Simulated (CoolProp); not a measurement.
n-perfluorohexane along the isobar 3.67 MPa: Z from the reference equation and from simpler models built on Tc = 174.9 °C, pc = 1.742 MPa, ω = 0.497; each cubic takes its own stable root.

The numbers come from the reference Helmholtz-energy equation of state, Gao 2022 in CoolProp.

| T (°C) | phase | reference |
|---|---|---|
| 114.95 | liquid | 0.2723 |
| 121.15 | liquid | 0.2726 |
| 127.35 | liquid | 0.2732 |
| 133.55 | liquid | 0.2742 |
| 139.75 | liquid | 0.2756 |
| 145.95 | liquid | 0.2775 |
| 152.15 | liquid | 0.2799 |
| 158.25 | liquid | 0.2830 |
| 164.45 | liquid | 0.2869 |
| 170.65 | liquid | 0.2918 |
| 176.85 | supercritical | 0.2979 |

Question: How far does each simpler model (van der Waals, Peng-Robinson) lie from the reference over these 11 states: mean and median of the absolute difference, and the worst?

Answer: 
- van der Waals: mean 59.2 %, median 60.1 %, worst +65.3 % at 114.95 °C and 3.67 MPa
- Peng-Robinson: mean 6.2 %, median 5.8 %, worst +10.5 % at 176.85 °C and 3.67 MPa
